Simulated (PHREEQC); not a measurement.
Solution A (40 mmol/kgw NH3 and 0.5 mmol/kgw H4SiO4) is mixed with solution B (0.0054 mol Cs2SO4 per kg of water) at 20 °C; shares are by mass of water, 1 kg in all. Oxygen alone is held at its pressure in air (log pO2 = -0.68). The system is closed to CO2. Only these solids could form: SiO2(a).

All values are PHREEQC results (ion-association model, wateq4f.dat), not measurements.

```csv
share of solution B,pH,H3SiO4- (mol/kgw),H4SiO4 (mol/kgw)
0,10.96,0.000459,3.92e-5
0.05,10.96,0.000435,[?]
0.1,10.95,0.000412,3.56e-5
0.15,10.94,0.000389,3.40e-5
0.2,10.93,0.000366,3.24e-5
0.25,10.92,0.000342,3.09e-5
0.3,10.91,0.000319,2.94e-5
0.35,10.90,0.000296,2.78e-5
0.4,10.89,0.000272,2.63e-5
0.45,10.87,[?],2.48e-5
0.5,10.85,0.000226,2.32e-5
0.55,10.84,0.000202,2.16e-5
0.6,10.81,0.000179,2.00e-5
0.65,10.79,0.000156,[?]
0.7,10.76,0.000133,1.67e-5
0.75,10.73,0.000110,1.49e-5
0.8,10.68,8.68e-5,1.29e-5
0.85,10.63,6.40e-5,1.08e-5
0.9,10.54,4.14e-5,8.47e-6
0.95,10.40,1.94e-5,5.55e-6
1,7.14,0,0
```

Problem. Some entries are withheld; supply them.

Solution. 
- 0.05, H4SiO4 (mol/kgw): 3.73e-5
- 0.45, H3SiO4- (mol/kgw): 0.000249
- 0.65, H4SiO4 (mol/kgw): 1.84e-5
